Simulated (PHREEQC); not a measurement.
# Spent oxide etchant: an equilibrium model

Solution (55 °C): 0.13 mol/kgw NH4HF2, 0.0017 mol/kgw (NH4)2SiF6 and 0.0072 mol/kgw H2SO4. Closed to the air; pH follows from the charge balance.

Computed with PHREEQC (ion-association model, wateq4f.dat).

The pH is 3.21. The ionic strength is 0.138 mol/kgw, the activity of water comes out as 0.994 and the total alkalinity is -151 meq/kg.

| species | molality | activity | log γ |
|---|---|---|---|
| NH4+ | 0.131 | 0.0985 | -0.124 |
| HF | 0.0937 | 0.0967 | 0.014 |
| F- | 0.0819 | 0.0594 | -0.140 |
| HF2- | 0.0347 | 0.0251 | -0.140 |
| H2F2 | 0.00754 | 0.00778 | 0.014 |
| SO4-2 | 0.00454 | 0.00143 | -0.501 |
| NH4SO4- | 0.00242 | 0.00182 | -0.124 |
| SiF6-2 | 0.00170 | 0.000543 | -0.496 |

Precipitation was switched off in this run. Complexes and solids missing from the database can't appear. wateq4f.dat counts part of the HF as a dimer, H2F2, which phreeqc.dat doesn't know; its constant is uncertain. At this temperature some constants are extrapolated from 25 °C, and those without enthalpy data are left unchanged. SiF6-2 is the database's only silicon fluoride.
